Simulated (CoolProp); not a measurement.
Properties of o-xylene along the isotherm 346.85 °C (Tc = 357.1 °C, pc = 3737 kPa, ω = 0.312).

Computed with CoolProp (reference Helmholtz-energy equation of state, Zhou 2012).

```tsv
p (kPa)	phase	cp (kJ/(kg K))	isothermal compressibility (1/MPa)	expansivity (1/kK)	fugacity coefficient
234	gas	2.297	4.385	1.751	0.9754
467	gas	2.316	2.259	1.909	0.9512
701	gas	2.339	1.552	2.095	0.9271
934	gas	2.365	1.206	2.314	0.9033
1170	gas	2.397	1.000	2.581	0.8794
1400	gas	2.433	0.8729	2.898	0.8563
1640	gas	2.481	0.7850	3.313	0.8323
1870	gas	2.539	0.7302	3.826	0.8093
```
